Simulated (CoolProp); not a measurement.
Vapour-liquid equilibrium of R113 (1) + n-heptane (2) at 0.131 MPa; x and y are mole fractions of (1).

Model: multi-fluid Helmholtz-energy mixture model, Marx 1992 and Span 2003; pair parameters Bell 2016, in CoolProp.

```json
[
 {"x": "0.05", "bubble temperature, mixture model (K)": "374.5", "bubble temperature, Raoult's law (K)": "375.5", "y, mixture model": "0.191", "y, Raoult's law": "0.176"},
 {"x": "0.15", "bubble temperature, mixture model (K)": "364.3", "bubble temperature, Raoult's law (K)": "366.8", "y, mixture model": "0.455", "y, Raoult's law": "0.429"},
 {"x": "0.25", "bubble temperature, mixture model (K)": "356.4", "bubble temperature, Raoult's law (K)": "359.6", "y, mixture model": "0.618", "y, Raoult's law": "0.598"},
 {"x": "0.35", "bubble temperature, mixture model (K)": "350.2", "bubble temperature, Raoult's law (K)": "353.5", "y, mixture model": "0.724", "y, Raoult's law": "0.714"},
 {"x": "0.45", "bubble temperature, mixture model (K)": "345.3", "bubble temperature, Raoult's law (K)": "348.2", "y, mixture model": "0.797", "y, Raoult's law": "0.797"},
 {"x": "0.55", "bubble temperature, mixture model (K)": "341.3", "bubble temperature, Raoult's law (K)": "343.7", "y, mixture model": "0.850", "y, Raoult's law": "0.858"},
 {"x": "0.65", "bubble temperature, mixture model (K)": "338.0", "bubble temperature, Raoult's law (K)": "339.7", "y, mixture model": "0.891", "y, Raoult's law": "0.904"},
 {"x": "0.75", "bubble temperature, mixture model (K)": "335.1", "bubble temperature, Raoult's law (K)": "336.1", "y, mixture model": "0.926", "y, Raoult's law": "0.940"},
 {"x": "0.85", "bubble temperature, mixture model (K)": "332.4", "bubble temperature, Raoult's law (K)": "332.9", "y, mixture model": "0.957", "y, Raoult's law": "0.968"},
 {"x": "0.95", "bubble temperature, mixture model (K)": "329.9", "bubble temperature, Raoult's law (K)": "330.1", "y, mixture model": "0.986", "y, Raoult's law": "0.991"}
]
```

The largest gap from Raoult's law is -3.3 K in bubble temperature, at x = 0.35. No azeotrope shows between x = 0.05 and 0.95.

The pair parameters rest on a limited set of measurements; away from them the model extrapolates.
